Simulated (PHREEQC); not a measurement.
KOH is added in steps, without added water, to 1 kg of water holding 0.029 mol HNO3, 0.07 mol CuSO4 and 0.013 mol KCl, at 25 °C. O2 is buffered at 0.21 atm. The system is closed to CO2. No solid was allowed to form.

Base run: PHREEQC, ion-association model, wateq4f.dat. Each further column changes one thing. The table gives Cu+2 (mol/kgw).

```csv
KOH added (mol),base,metal-ligand complexes left out,Davies equation for every ion,Debye-Hückel limiting law
0,0.0441,0.0700,0.0441,0.0648
0.01125,0.0427,0.0700,0.0428,0.0648
0.0225,0.0414,0.0700,0.0414,0.0648
0.045,0.0305,0.0540,0.0304,0.0499
0.05625,0.0238,0.0429,0.0237,0.0395
0.0675,0.0174,0.0317,0.0172,0.0292
0.07875,0.0114,0.0208,0.0112,0.0191
0.1013,0.00209,0.00275,0.00210,0.00277
0.1125,0.000778,0.000841,0.000796,0.000896
0.1237,0.000374,0.000388,0.000386,0.000419
0.135,0.000198,0.000203,0.000205,0.000220
0.1575,4.18e-5,4.24e-5,4.36e-5,4.63e-5
0.1688,9.38e-7,9.58e-7,9.75e-7,1.25e-6
0.18,4.59e-11,4.98e-11,4.41e-11,2.63e-10
```

In at least one series the solution becomes supersaturated in solids that the run did not let form, among them Cu(OH)2, Brochantite, Antlerite, Atacamite, Cu2(OH)3NO3. The database's constant for dissolved Cu(OH)2 is higher than later reviews accept.
